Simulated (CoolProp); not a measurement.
1000 sccm (0 °C, 1 atm) of nitrogen bubbles through liquid tetrahydrofuran at 278.1 K and leaves saturated at a total pressure of 0.15 MPa (ideal gas phase). Each further row changes one setting.

Values from CoolProp's reference Helmholtz-energy equation of state, Fiedler 2023.

```
case                      vapour pressure (kPa)  mole fraction of vapour  delivery (mg/min)  delivery (sccm)  change of delivery for a bath 1 K warmer (%)
------------------------  ---------------------  -----------------------  -----------------  ---------------  --------------------------------------------
as stated                                  8.32                   0.0554                189             58.7                                           5.6
bath temperature 283.1 K                   10.7                   0.0714                247             76.9                                           5.5
total pressure 0.3 MPa                     8.32                   0.0277               91.7             28.5                                           5.4
```
